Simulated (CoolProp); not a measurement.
Values from CoolProp's reference Helmholtz-energy equation of state, Smukala 2000.

Question: For ethylene, give the phase and the cp (kJ/(kg K)), cv (kJ/(kg K)), speed of sound (m/s) at -42.15 °C and 0.733 bar.

Answer: 
- -42.15 °C and 0.733 bar: gas; cp 1.34, cv 1.04, speed of sound 295
